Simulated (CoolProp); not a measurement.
Fluorine along the isotherm 228.9 K: Z from the reference equation and from simpler models built on Tc = 144.4 K, pc = 5240 kPa, ω = 0.045; each cubic takes its own stable root.

Model: reference Helmholtz-energy equation of state, de Reuck 1990, in CoolProp.

| p (kPa) | phase | reference |
|---|---|---|
| 63.2 | gas | 0.9992 |
| 92.8 | gas | 0.9988 |
| 136 | gas | 0.9982 |
| 200 | gas | 0.9973 |
| 294 | gas | 0.9960 |
| 431 | gas | 0.9942 |
| 632 | gas | 0.9914 |
| 928 | gas | 0.9874 |
| 1360 | gas | 0.9814 |
| 2000 | gas | 0.9726 |
| 2940 | gas | 0.9598 |
| 4310 | gas | 0.9419 |
| 6320 | supercritical | 0.9181 |
| 9280 | supercritical | 0.8886 |
| 13600 | supercritical | 0.8571 |
| 20000 | supercritical | 0.8456 |

How far does each simpler model (van der Waals, Soave-Redlich-Kwong, Peng-Robinson) lie from the reference over these 16 states: mean and median of the absolute difference, and the worst?


- van der Waals: mean 1.5 %, median 0.4 %, worst -6.8 % at 228.9 K and 13600 kPa
- Soave-Redlich-Kwong: mean 0.5 %, median 0.1 %, worst +3.2 % at 228.9 K and 20000 kPa
- Peng-Robinson: mean 0.9 %, median 0.4 %, worst -2.7 % at 228.9 K and 13600 kPa
